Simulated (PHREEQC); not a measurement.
Acid mine or pickling water: speciation

Synthetic water in mg/L, 63 °C, pH 2.79, pe 10.2: Na 90.4; K 5.38; Ca 332; Mg 192; Cl 457; S(6) as SO4 1200; Mn(2) 5.85.

Valence states are taken as typed.

Equilibrium calculation in PHREEQC: ion-association model, phreeqc.dat.

The ionic strength comes out as 0.0443 mol/kgw, the specific conductance is 6680 µS/cm and the total alkalinity is -3.29 meq/kg. The charge-balance error comes out as 3.8 %.

```csv
species,molality,activity,log γ
Cl-,0.0129,0.0105,-0.091
Ca+2,0.00644,0.00298,-0.335
SO4-2,0.00595,0.00269,-0.344
Mg+2,0.00464,0.00220,-0.325
Na+,0.00388,0.00318,-0.086
MgSO4,0.00328,0.00331,0.004
H+,0.00191,0.00162,-0.071
CaSO4,0.00182,0.00184,0.004
HSO4-,0.00133,0.00109,-0.088
K+,0.000133,0.000108,-0.092
Mn+2,7.35e-5,3.48e-5,-0.325
```

No solid was allowed to form. Complexes and solids missing from the database can't appear. Constants without temperature data keep their 25 °C values here.
